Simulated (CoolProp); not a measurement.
A closed Brayton cycle with carbon dioxide: compressor inlet 332.15 K and 9.2 MPa, high pressure 25.8 MPa, turbine inlet 630 K, compressor efficiency 0.85, turbine efficiency 0.85, recuperator effectiveness 0.9 (on enthalpy, no pinch check). Each further row changes one setting.

Computed with CoolProp (reference Helmholtz-energy equation of state, Span 1996).

| case | thermal efficiency (%) | net work (kJ/kg) | compressor to turbine work | compressor exit (K) | turbine exit (K) |
|---|---|---|---|---|---|
| as stated | 20.0 | 36.4 | 0.60 | 418.2 | 527.7 |
| turbine inlet 580 K | 15.7 | 26.2 | 0.68 | 418.2 | 481.2 |
| compressor inlet 342.15 K | 17.4 | 29.8 | 0.67 | 435.0 | 527.7 |
| high pressure 21.9 MPa | 20.5 | 34.0 | 0.57 | 404.2 | 543.8 |
| recuperator effectiveness 0.5 | 15.6 | 36.4 | 0.60 | 418.2 | 527.7 |
